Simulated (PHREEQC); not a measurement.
1.1 g of hydrous ferric oxide (600 m²/g; 0.2 weak and 0.005 strong sites per Fe, Dzombak-Morel constants, diffuse double layer) in 1 kg of water with 0.001 mol/kgw of an inert sodium salt and 0.036 mmol/kgw Ag2SO4 and 0.013 mmol/kgw NiCl2, at 25 °C; the pH is set by adding NaOH or the inert anion's acid. Oxygen alone is held at its pressure in air (log pO2 = -0.68). No CO2 enters from the air. Nothing may precipitate in this run.

Base run: PHREEQC, ion-association model, wateq4f.dat. Each further column changes one thing. The table gives Ag sorbed (%).

| pH | base | no electrostatic term (-no_edl) | background salt from 0.001 to 0.0001 mol/kgw | oxide from 1.1 to 5.5 g/kgw | 0.0003 mol/kgw CuCl2 added |
|---|---|---|---|---|---|
| 3 | 0.0 | 0.0 | 0.0 | 0.1 | 0.0 |
| 3.5 | 0.2 | 0.0 | 0.2 | 0.6 | 0.1 |
| 4.5 | 2.2 | 0.0 | 2.4 | [?] | 0.4 |
| 5 | 6.8 | 0.1 | 7.1 | 26.6 | 0.4 |
| 5.5 | 17.0 | 0.5 | [?] | 52.8 | 0.8 |
| 6.5 | 47.0 | 21.5 | [?] | 90.9 | [?] |
| 7 | 60.9 | 50.1 | 61.1 | 96.9 | 15.0 |
| 7.5 | 73.5 | 70.9 | 73.7 | [?] | 31.6 |
| 8.5 | 93.2 | 92.6 | 93.3 | 99.9 | 75.3 |
| 9 | 97.5 | 95.9 | 97.5 | 100.0 | 89.6 |

Fill in the missing entries.


- 4.5, oxide from 1.1 to 5.5 g/kgw: 9.6
- 5.5, background salt from 0.001 to 0.0001 mol/kgw: 17.4
- 6.5, background salt from 0.001 to 0.0001 mol/kgw: 47.4
- 6.5, 0.0003 mol/kgw CuCl2 added: 6.1
- 7.5, oxide from 1.1 to 5.5 g/kgw: 99.0

In at least one series the solution becomes supersaturated in solids that the run did not let form, among them Cerargyrite. The oxide is taken as insoluble; below pH 4 it would dissolve. The database's constant for dissolved Cu(OH)2 is higher than later reviews accept.
